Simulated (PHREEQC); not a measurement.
A column of 0.5 m (30 cells, dispersivity 0.018 m, 3600 s a shift, diffusion coefficient 3e-10 m²/s) holds 0.0098 eq of the database's cation exchanger X per kg of pore water, first in equilibrium with 2.2 mmol/kgw LiCl, 17 mmol/kgw CaCl2 and 0.01 mmol/kgw HCl. It is flushed with 0.0068 mol/kgw NaCl, 0.0068 mol/kgw ZnCl2 and 1e-05 mol/kgw HCl, at 25 °C. Values are for the last cell. CO2 from the air is kept out. Nothing may precipitate in this run.

All values are PHREEQC results (ion-association model, phreeqc.dat), not measurements.

| pore volumes | Na in solution (mol/kgw) | Zn in solution (mol/kgw) | Li in solution (mol/kgw) | Ca in solution (mol/kgw) | Cl in solution (mol/kgw) | CaX2 on the exchanger (mol/kgw) | ZnX2 on the exchanger (mol/kgw) |
|---|---|---|---|---|---|---|---|
| 0 | 0 | 0 | 0.00220 | 0.0170 | 0.0362 | 0.00487 | 0 |
| 0.3167 | 8.51e-9 | 1.07e-10 | 0.00220 | 0.0170 | 0.0362 | 0.00487 | 2.92e-11 |
| 0.5167 | 4.17e-5 | 2.94e-6 | 0.00218 | 0.0169 | 0.0361 | 0.00487 | 8.11e-7 |
| 0.8167 | 0.00154 | 0.000249 | 0.00166 | 0.0141 | 0.0320 | 0.00477 | 8.05e-5 |
| 1.117 | 0.00439 | 0.00106 | 0.000715 | 0.00890 | 0.0250 | 0.00431 | 0.000495 |
| 1.417 | 0.00604 | 0.00225 | 0.000205 | 0.00542 | 0.0216 | 0.00339 | 0.00137 |
| 1.617 | 0.00649 | 0.00322 | 7.74e-5 | 0.00390 | 0.0208 | 0.00264 | 0.00211 |
| 1.917 | 0.00673 | 0.00463 | 1.57e-5 | 0.00224 | 0.0205 | 0.00158 | 0.00317 |
| 2.217 | 0.00679 | 0.00565 | 2.86e-6 | 0.00116 | 0.0204 | 0.000829 | 0.00391 |
| 2.517 | 0.00680 | 0.00625 | 4.86e-7 | 0.000554 | 0.0204 | 0.000397 | 0.00434 |
| 2.717 | 0.00680 | 0.00647 | 1.45e-7 | 0.000326 | 0.0204 | 0.000234 | 0.00451 |
| 3.017 | 0.00680 | 0.00666 | 2.30e-8 | 0.000141 | 0.0204 | 0.000101 | 0.00464 |

Complexes and solids missing from the database can't appear.
